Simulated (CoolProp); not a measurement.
Properties of R245fa at several states.

Values from CoolProp's reference Helmholtz-energy equation of state, Akasaka 2015.

| T (°C) | p (kPa) | phase | density (kg/m³) | cv (kJ/(kg K)) | viscosity (µPa s) | fugacity coefficient |
|---|---|---|---|---|---|---|
| 43.35 | 74.3 | gas | 3.866 | 0.8396 | 12.6 | 0.9794 |
| 165.15 | 25.8 | gas | 0.9510 | 1.038 | 17.4 | 0.9979 |
| 123.35 | 10 | gas | 0.4071 | 0.9705 | 15.8 | 0.9988 |

Viscosity comes from a separate model (Bell 2016), an estimate that may be off by 10 % or more.
